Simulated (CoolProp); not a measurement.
The fluoroketone C6F12O (FK-5-1-12) along the isotherm 224.85 °C: density (kg/m³) from the reference equation and from simpler models built on Tc = 168.7 °C, pc = 18.69 bar, ω = 0.471; each cubic takes its own stable root.

Model: reference Helmholtz-energy equation of state, McLinden 2015, in CoolProp.

```json
[
 {"p (bar)": "0.591", "phase": "gas", "reference": "4.543", "ideal gas": "4.511", "van der Waals": "4.543", "Redlich-Kwong": "4.546", "Soave-Redlich-Kwong": "4.542", "Peng-Robinson": "4.546"},
 {"p (bar)": "0.868", "phase": "gas", "reference": "6.695", "ideal gas": "6.625", "van der Waals": "6.695", "Redlich-Kwong": "6.700", "Soave-Redlich-Kwong": "6.691", "Peng-Robinson": "6.702"},
 {"p (bar)": "1.27", "phase": "gas", "reference": "9.844", "ideal gas": "9.694", "van der Waals": "9.843", "Redlich-Kwong": "9.856", "Soave-Redlich-Kwong": "9.836", "Peng-Robinson": "9.859"},
 {"p (bar)": "1.87", "phase": "gas", "reference": "14.60", "ideal gas": "14.27", "van der Waals": "14.60", "Redlich-Kwong": "14.63", "Soave-Redlich-Kwong": "14.59", "Peng-Robinson": "14.64"},
 {"p (bar)": "2.74", "phase": "gas", "reference": "21.63", "ideal gas": "20.91", "van der Waals": "21.63", "Redlich-Kwong": "21.69", "Soave-Redlich-Kwong": "21.59", "Peng-Robinson": "21.70"},
 {"p (bar)": "4.03", "phase": "gas", "reference": "32.34", "ideal gas": "30.76", "van der Waals": "32.36", "Redlich-Kwong": "32.49", "Soave-Redlich-Kwong": "32.26", "Peng-Robinson": "32.50"},
 {"p (bar)": "5.91", "phase": "gas", "reference": "48.61", "ideal gas": "45.11", "van der Waals": "48.72", "Redlich-Kwong": "48.97", "Soave-Redlich-Kwong": "48.45", "Peng-Robinson": "48.98"},
 {"p (bar)": "8.68", "phase": "gas", "reference": "74.19", "ideal gas": "66.25", "van der Waals": "74.62", "Redlich-Kwong": "75.14", "Soave-Redlich-Kwong": "73.82", "Peng-Robinson": "75.04"},
 {"p (bar)": "12.7", "phase": "gas", "reference": "115.4", "ideal gas": "96.94", "van der Waals": "117.1", "Redlich-Kwong": "118.0", "Soave-Redlich-Kwong": "114.4", "Peng-Robinson": "117.2"},
 {"p (bar)": "18.7", "phase": "supercritical", "reference": "189.0", "ideal gas": "142.7", "van der Waals": "197.9", "Redlich-Kwong": "197.6", "Soave-Redlich-Kwong": "185.6", "Peng-Robinson": "192.5"},
 {"p (bar)": "27.4", "phase": "supercritical", "reference": "335.1", "ideal gas": "209.1", "van der Waals": "404.3", "Redlich-Kwong": "371.9", "Soave-Redlich-Kwong": "318.9", "Peng-Robinson": "335.9"},
 {"p (bar)": "40.3", "phase": "supercritical", "reference": "625.5", "ideal gas": "307.6", "van der Waals": "626.4", "Redlich-Kwong": "654.6", "Soave-Redlich-Kwong": "547.9", "Peng-Robinson": "585.9"},
 {"p (bar)": "59.1", "phase": "supercritical", "reference": "855.5", "ideal gas": "451.1", "van der Waals": "731.9", "Redlich-Kwong": "836.3", "Soave-Redlich-Kwong": "754.7", "Peng-Robinson": "819.6"},
 {"p (bar)": "86.8", "phase": "supercritical", "reference": "996.0", "ideal gas": "662.5", "van der Waals": "810.7", "Redlich-Kwong": "971.6", "Soave-Redlich-Kwong": "911.9", "Peng-Robinson": "999.7"},
 {"p (bar)": "127", "phase": "supercritical", "reference": "1101", "ideal gas": "969.4", "van der Waals": "877.7", "Redlich-Kwong": "1087", "Soave-Redlich-Kwong": "1043", "Peng-Robinson": "1149"},
 {"p (bar)": "187", "phase": "supercritical", "reference": "1194", "ideal gas": "1427", "van der Waals": "939.3", "Redlich-Kwong": "1195", "Soave-Redlich-Kwong": "1163", "Peng-Robinson": "1284"}
]
```
